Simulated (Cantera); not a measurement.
Input: 1 mol SiC, 0.43 mol Si, 0.21 mol H2, equilibrated at 2727 °C and 0.133 bar.

Method: chemical equilibrium by Gibbs-energy minimisation in Cantera with the NASA 1993 tables (ideal gas, pure condensed phases). Candidate condensed phases: C, C6H6, C7H8, C8H18, Si, SiC; 87 gas species. Gases not in the tables: Si2H6 and higher silanes. Rates play no part.

### Question
What is the equilibrium state?

### Answer
| Item | Value |
|---|---|
| x(Si) | 0.410 |
| x(SiC2) | 0.260 |
| x(Si2C) | 0.117 |
| x(H) | 0.116 |
| x(H2) | 0.0722 |
| x(Si2) | 0.0103 |
| x(SiH) | 0.00561 |
| x(C2H2 (acetylene)) | 0.00338 |
| x(C3) | 0.00153 |
| gas amount | 1.531 mol |
| log10 activity of C(graphite) (absent) | -0.06 |
| log10 activity of Si(l) (absent) | -0.29 |
